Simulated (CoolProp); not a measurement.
A single-stage vapour-compression cycle with R21: evaporating at 298.15 K (dew point), condensing at 359.15 K (bubble point), superheat 0 K, subcooling 2 K, compressor efficiency 0.7, no pressure losses. Each further row changes one setting.

Values from CoolProp's reference Helmholtz-energy equation of state, Platzer 1990. This equation is an older, rougher fit; its heat capacities, sound speeds and derivatives of the liquid may be far off and weren't checked against measurements.

```json
[
 {"case": "as stated", "cooling COP": "2.76", "pressure ratio": "5.39", "discharge temperature (K)": "402.7", "refrigerating effect (kJ/kg)": "165", "volumetric capacity (kJ/m³)": "1320"},
 {"case": "evaporating temperature 303.15 K", "cooling COP": "3.12", "pressure ratio": "4.56", "discharge temperature (K)": "397.9", "refrigerating effect (kJ/kg)": "168", "volumetric capacity (kJ/m³)": "1570"},
 {"case": "condensing temperature 354.15 K", "cooling COP": "3.08", "pressure ratio": "4.81", "discharge temperature (K)": "395.2", "refrigerating effect (kJ/kg)": "171", "volumetric capacity (kJ/m³)": "1370"},
 {"case": "subcooling 7 K", "cooling COP": "2.86", "pressure ratio": "5.39", "discharge temperature (K)": "402.7", "refrigerating effect (kJ/kg)": "171", "volumetric capacity (kJ/m³)": "1370"},
 {"case": "superheat 10 K", "cooling COP": "2.76", "pressure ratio": "5.39", "discharge temperature (K)": "414.3", "refrigerating effect (kJ/kg)": "172", "volumetric capacity (kJ/m³)": "1320"},
 {"case": "compressor efficiency 0.6", "cooling COP": "2.37", "pressure ratio": "5.39", "discharge temperature (K)": "415.7", "refrigerating effect (kJ/kg)": "165", "volumetric capacity (kJ/m³)": "1320"}
]
```
